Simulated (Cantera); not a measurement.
Standard-state values (1 bar) from the NASA 1993 polynomials, evaluated with Cantera. Values are per mole of reaction as written; species without (g) are pure solids or liquids, kept so even where they would boil at 1 bar.

2 NO(g) + B2O2(g) ⇌ 4 O(g) + 2 BN

```tsv
T (K)	ΔH° (kJ)	ΔS° (J/K)	ΔG° (kJ)	log10 K
300	___	___	___	___
1948	___	___	___	___
1998	809.6	52.1	705.6	-18.45
2048	810.9	52.7	703.0	-17.93
2098	___	___	___	___
2148	___	___	___	___
2198	814.5	54.4	694.9	-16.51
2248	815.7	54.9	692.2	-16.08
2298	816.8	55.4	689.4	-15.67
2348	818.0	55.9	686.6	-15.28
```

Problem. Complete the blanks.

Solution. 
- 300, ΔH° (kJ): 768.4
- 300, ΔS° (J/K): 9.8
- 300, ΔG° (kJ): 765.5
- 300, log10 K: -133.28
- 1948, ΔH° (kJ): 808.4
- 1948, ΔS° (J/K): 51.5
- 1948, ΔG° (kJ): 708.2
- 1948, log10 K: -18.99
- 2098, ΔH° (kJ): 812.1
- 2098, ΔS° (J/K): 53.3
- 2098, ΔG° (kJ): 700.3
- 2098, log10 K: -17.44
- 2148, ΔH° (kJ): 813.3
- 2148, ΔS° (J/K): 53.8
- 2148, ΔG° (kJ): 697.6
- 2148, log10 K: -16.96
